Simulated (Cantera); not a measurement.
Charge: 1 mol SiH₄, 6 mol N₂, 0.31 mol Cl₂, equilibrated at 353 Torr.

Equilibrium computed with Cantera from the NASA thermochemical tables; the gas is ideal and each condensed phase is pure. Candidate condensed phases: NH₄Cl, Si, Si₃N₄; 28 gas species. N₂ is the only nitrogen source here; it is nearly inert below about 1500 K, so the nitride shown seldom forms there in practice. Kinetics and transport are ignored. All values below are at 1000 K.

Base state: N₂ 0.698, H₂ 0.222, HCl 0.0801, SiCl₄ 0.000249, NH₃ 2.38e-5 (mole fractions); condensed: Si₃N₄(s).

Q: What changes in the equilibrium state with this change: Cl₂ from 0.31 to 0.013 mol?

A: 
| species | before | after |
|---|---|---|
| N₂ | 0.698 | 0.726 |
| H₂ | 0.222 | 0.270 |
| HCl | 0.0801 | 0.00354 |
| SiCl₄ | 0.000249 | <1e-9 |
| NH₃ | 2.38e-5 | 3.28e-5 |
| Si₃N₄(s), mol | 0.333 | 0.333 |
